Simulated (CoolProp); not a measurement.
Vapour-liquid equilibrium of propylene (1) + n-heptane (2) at 0.207 MPa; x and y are mole fractions of (1).

Computed with CoolProp (multi-fluid Helmholtz-energy mixture model, Lemmon 2013 and Span 2003; pair parameters Bell 2016).

```
x     bubble temperature, mixture model (°C)  bubble temperature, Raoult's law (°C)  y, mixture model  y, Raoult's law
----  --------------------------------------  -------------------------------------  ----------------  ---------------
0.05                                    85.1                                   73.2             0.674            0.792
0.2                                     17.9                                   20.0             0.982            0.982
0.35                                    -5.3                                    0.3             0.996            0.995
0.5                                    -15.8                                  -11.1             0.998            0.998
0.65                                   -21.6                                  -18.8             0.999            0.999
0.8                                    -25.5                                  -24.6             1.000            1.000
0.95                                   -29.2                                  -29.2             1.000            1.000
```

The largest gap from Raoult's law is +11.9 K in bubble temperature, at x = 0.05. No azeotrope shows between x = 0.05 and 0.95.

The pair parameters rest on a limited set of measurements; away from them the model extrapolates. The gap from Raoult's law changes sign with composition, which may be real or a fault of the pair parameters; it wasn't checked against measurements.
